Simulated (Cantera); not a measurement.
An adiabatic, constant-pressure homogeneous reactor starts with H2 : O2 : N2 : CO2 = 1 : 1.35 : 5.08 : 0.53 (molar parts), equivalence ratio 0.37, at 1175 K and 580000 Pa.

Computed with Cantera and GRI-Mech 3.0 (53 species, 325 reactions). The hydrogen kinetics of GRI-Mech 3.0 are dated; newer H2 mechanisms differ, most at raised pressure.

### Question
Predict: time of steepest temperature rise; temperature at 8.00 s; equilibrium temperature; x(H2) at 8.00 s; x(O2) at 8.00 s; x(H) at 8.00 s; x(O) at 8.00 s; x(H2O) at 8.00 s; x(H2O2) at 8.00 s.

### Answer
```
Quantity                                                               Value
---------------------------------  -----------------------------------------
time of steepest temperature rise                                    40.3 µs
temperature at 8.00 s                                                 2017 K
equilibrium temperature                                               2017 K
x(H2) at 8.00 s                      5.50e-5 (gas-phase equilibrium 5.50e-5)
x(O2) at 8.00 s                          0.111 (gas-phase equilibrium 0.111)
x(H) at 8.00 s                       5.68e-6 (gas-phase equilibrium 5.68e-6)
x(O) at 8.00 s                     0.000106 (gas-phase equilibrium 0.000106)
x(H2O) at 8.00 s                         0.133 (gas-phase equilibrium 0.133)
x(H2O2) at 8.00 s                    2.10e-7 (gas-phase equilibrium 2.10e-7)
```
